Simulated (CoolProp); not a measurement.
Properties of ethylene along the isotherm 291.3 K.

Model: reference Helmholtz-energy equation of state, Smukala 2000, in CoolProp.

```csv
p (kPa),phase,cv (kJ/(kg K)),speed of sound (m/s),Joule-Thomson coefficient (K/MPa)
2290,gas,1.289,296.5,11.59
4580,gas,1.451,256.4,12.07
6880,supercritical,1.566,318.7,3.624
9170,supercritical,1.467,454.6,1.561
11500,supercritical,1.444,537.1,0.9352
13800,supercritical,1.434,598.9,0.6118
16000,supercritical,1.431,647.9,0.4132
18300,supercritical,1.429,692.3,0.2662
20600,supercritical,1.430,731.5,0.1563
22900,supercritical,1.431,767.0,0.07068
25200,supercritical,1.433,799.4,0.001742
```
